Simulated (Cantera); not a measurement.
SiCl₄ + C₃H₈ + H₂ (silicon carbide growth)

A closed system holds: 1 mol SiCl₄, 0.0049 mol C₃H₈, 84 mol H₂, at 1330 Pa.

Cantera equilibrium calculation (NASA polynomials, part measured and part estimated; ideal gas, pure solids and liquids). Candidate condensed phases: C, C₆H₆, C₇H₈, C₈H₁₈, Si, SiC; 109 gas species. Mutual solubility and eutectic melting of coexisting phases are not modelled. The tables' values for SiCl₃, SiCl are old estimates; treat these amounts as uncertain. Gases not in the tables: Si₂H₆ and higher silanes. Kinetics and transport are ignored.

From 1023 K to 1623 K the condensed part is Si(s) + SiC(s). From 1723 K to 1923 K the condensed part is Si(l) + SiC(s). The main Si-bearing gas is SiCl₄ at 1023 K and SiCl₂ at 1923 K. The share of Si in condensed phases is highest at 1223 K (63.1 %) and lowest at 1023 K (33.7 %).

```tsv
T (K)	x H₂	x HCl	x H	x SiCl₂	x SiCl₄	n Si(s)	n SiC(s)	n Si(l)
1023	0.973	0.0197	3.54e-8	0.000710	0.00463	0.322	0.0147	0
1123	0.963	0.0315	3.62e-7	0.00218	0.00163	0.535	0.0147	0
1223	0.959	0.0369	2.55e-6	0.00345	0.000265	0.617	0.0147	0
1323	0.958	0.0376	1.34e-5	0.00404	3.63e-5	0.616	0.0147	0
1423	0.958	0.0374	5.63e-5	0.00440	5.98e-6	0.598	0.0147	0
1523	0.958	0.0370	0.000196	0.00467	1.23e-6	0.579	0.0147	0
1623	0.958	0.0366	0.000586	0.00489	3.07e-7	0.559	0.0147	0
1723	0.957	0.0366	0.00154	0.00485	8.80e-8	0	0.0146	0.554
1823	0.954	0.0374	0.00366	0.00439	2.76e-8	0	0.0143	0.561
1923	0.948	0.0378	0.00794	0.00396	9.61e-9	0	0.0124	0.490
```
x: gas mole fraction; n: condensed amount in mol.
